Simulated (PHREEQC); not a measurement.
2.6 g of hydrous ferric oxide (600 m²/g; 0.2 weak and 0.005 strong sites per Fe, Dzombak-Morel constants, diffuse double layer) in 1 kg of water with 0.001 mol/kgw of an inert sodium salt, at 25 °C; the pH is set by adding NaOH or the inert anion's acid. Oxygen is held at 0.21 atm. CO2 from the air is kept out. No solid was allowed to form.

Equilibrium calculation in PHREEQC: ion-association model, wateq4f.dat.

| pH | surface charge σ (C/m²) | surface potential ψ (mV) |
|---|---|---|
| 4 | 0.146 | 203 |
| 4.67 | (withheld) | 180 |
| 5.33 | 0.041 | 152 |
| 6 | 0.020 | 119 |
| 6.67 | 0.009 | 82 |
| 7.33 | 0.004 | (withheld) |
| 8 | 0.000 | (withheld) |
| 8.67 | (withheld) | -32 |
| 9.33 | -0.007 | -70 |
| 10 | (withheld) | (withheld) |
| 10.67 | -0.038 | (withheld) |
| 11.33 | -0.091 | -164 |
| 12 | -0.207 | -174 |

Q: Some entries are withheld; supply them.

A: 
- 4.67, surface charge σ (C/m²): 0.080
- 7.33, surface potential ψ (mV): 45
- 8, surface potential ψ (mV): 6
- 8.67, surface charge σ (C/m²): -0.003
- 10, surface charge σ (C/m²): -0.016
- 10, surface potential ψ (mV): -107
- 10.67, surface potential ψ (mV): -140

Complexes and solids missing from the database can't appear.
